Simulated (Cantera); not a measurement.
Feed: 1 mol Pb, 2.9 mol H2, 0.89 mol N2, equilibrated at 13.3 mbar.

These are equilibrium values from Cantera (NASA tables, ideal gas, pure condensed phases), not measurements of a reactor. Candidate condensed phases: Pb; 11 gas species. Equilibrium is a limit: real reactors are often held back by kinetics, nucleation or transport. All values below are at 1302 °C.

Base state: H2 0.605, Pb 0.209, N2 0.186, H 0.000280 (mole fractions); condensed: gas only.

**Question.** What changes in the equilibrium state with this change: 1.1 mol HCl added?

**Answer.** 
| species | before | after |
|---|---|---|
| H2 | 0.605 | 0.520 |
| N2 | 0.186 | 0.154 |
| HCl | 0 | 0.153 |
| Pb | 0.209 | 0.137 |
| PbCl | 0 | 0.0350 |
| PbCl2 | 0 | 0.00102 |
| Cl | 0 | 6.07e-5 |
| H | 0.000280 | 0.000259 |
Further candidate phases: NH4Cl, PbCl2.
